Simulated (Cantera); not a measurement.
Feed: 1 mol Si, 8.9 mol HBr, 0.18 mol N₂, equilibrated at 1300 K and 0.0680 bar.

These are equilibrium values from Cantera (NASA tables, ideal gas, pure condensed phases), not measurements of a reactor. Candidate condensed phases: Br₂, Si, Si₃N₄; 28 gas species. The tables' values for SiBr₃ are old estimates; treat these amounts as uncertain. Equilibrium is a limit: real reactors are often held back by kinetics, nucleation or transport.

Base state: HBr 0.618, H₂ 0.236, SiBr₄ 0.111, N₂ 0.0221, SiBr₂ 0.00632, SiBr₃ 0.00411, Br 0.00130, SiHBr₃ 0.00118 (mole fractions); condensed: gas only.

Problem. What changes in the equilibrium state with this change: temperature from 1300 K to 1423 K?

Solution. 
| species | before | after |
|---|---|---|
| HBr | 0.618 | 0.650 |
| H₂ | 0.236 | 0.204 |
| SiBr₄ | 0.111 | 0.0775 |
| SiBr₂ | 0.00632 | 0.0306 |
| N₂ | 0.0221 | 0.0214 |
| H | 2.06e-6 | 1.15e-5 |
| Br | 0.00130 | 0.00501 |
| Br₂ | 1.47e-5 | 4.52e-5 |
| SiBr₃ | 0.00411 | 0.00975 |
| SiHBr₃ | 0.00118 | 0.00117 |
